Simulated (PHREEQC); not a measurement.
Make-up at 25 °C: 89 mmol/kgw NaHCO3, 6.3 mmol/kgw NH3 and 140 mmol/kgw NaCl. Closed to the air; pH follows from the charge balance.

The numbers come from PHREEQC with the ion-association model, phreeqc.dat.

No solid was allowed to form.

Order these C species by the share of C that they hold, largest first: NaHCO3, CO2, NaCO3-, HCO3-, CO3-2.

HCO3- (87 %), NaHCO3 (5.6 %), NaCO3- (3.8 %), CO3-2 (3.1 %), CO2 (0.46 %)

The pH is 8.48 and the ionic strength 0.229 mol/kgw.
